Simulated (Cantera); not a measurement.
A perfectly stirred reactor is fed with 7.87 % CH₄, 0.299 % C₂H₆, 0.291 % C₃H₈, 19.2 % O₂, 72.2 % N₂, 0.157 % H₂, equivalence ratio 0.95, at 7500 Torr; it is adiabatic with a 475 K inlet, and is followed from long to short residence time, starting on the burning branch (τ in s: 0.062, 0.028, 0.013, 0.006, 0.0028, 0.0013, 0.00059, 0.00027, 0.00012, 5.7e-05, 2.6e-05, 1.2e-05).

Detailed kinetics in Cantera: GRI-Mech 3.0 (53 species, 325 reactions).

Q: Predict: blow-out, bracketed by the residence times tried; x(CH₄) at τ = 62.0 ms; x(C₂H₆) at τ = 62.0 ms; x(C₃H₈) at τ = 62.0 ms; x(NO₂) at τ = 62.0 ms; x(HCO) at τ = 62.0 ms; x(CH₄) at τ = 0.590 ms; x(C₂H₆) at τ = 0.590 ms; x(C₃H₈) at τ = 0.590 ms; x(NO₂) at τ = 0.590 ms; x(HCO) at τ = 0.590 ms.

A: 
```json
{
  "blow_out_bracketed_by_the_residence_times_tried": "burning at 26.0 µs, out at 12.0 µs",
  "x(CH₄) at τ = 62.0 ms": "7.84e-7",
  "x(C₂H₆) at τ = 62.0 ms": "2.97e-9",
  "x(C₃H₈) at τ = 62.0 ms": "3.52e-9",
  "x(NO₂) at τ = 62.0 ms": "1.82e-6",
  "x(HCO) at τ = 62.0 ms": "5.19e-9",
  "x(CH₄) at τ = 0.590 ms": "4.81e-5",
  "x(C₂H₆) at τ = 0.590 ms": "2.82e-7",
  "x(C₃H₈) at τ = 0.590 ms": "2.96e-7",
  "x(NO₂) at τ = 0.590 ms": "3.86e-7",
  "x(HCO) at τ = 0.590 ms": "4.31e-7"
}
```
